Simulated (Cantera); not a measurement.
Silicon carbide growth: SiHCl₃ + C₂H₄ + H₂

Input: 1 mol SiHCl₃, 0.021 mol C₂H₄, a varied amount of H₂, held at 2623 K and 5400 Pa.

These are equilibrium values from Cantera (NASA tables, ideal gas, pure condensed phases), not measurements of a reactor. Candidate condensed phases: C, C₆H₆, C₇H₈, C₈H₁₈, Si, SiC; 109 gas species. The tables' values for SiCl are old estimates; treat these amounts as uncertain. Gases not in the tables: Si₂H₆ and higher silanes. Equilibrium is a limit: real reactors are often held back by kinetics, nucleation or transport.

From 200 mol H₂ to 1300 mol H₂ nothing is condensed. The main Si-bearing gas is Si throughout.

```tsv
n(H₂) (mol)	log p H₂	log p H	log p HCl	log p Si	log p Cl	log p SiH
200	-1.35	-2.05	-3.19	-3.64	-4.05	-4.97
260	-1.35	-2.05	-3.31	-3.75	-4.16	-5.08
340	-1.35	-2.05	-3.42	-3.87	-4.28	-5.20
440	-1.35	-2.05	-3.53	-3.98	-4.39	-5.31
570	-1.35	-2.05	-3.64	-4.09	-4.50	-5.42
750	-1.35	-2.05	-3.76	-4.21	-4.62	-5.54
980	-1.35	-2.05	-3.88	-4.32	-4.73	-5.65
1300	-1.35	-2.05	-4.00	-4.44	-4.86	-5.77
```
log p: log10 of the partial pressure in bar; nothing condenses.
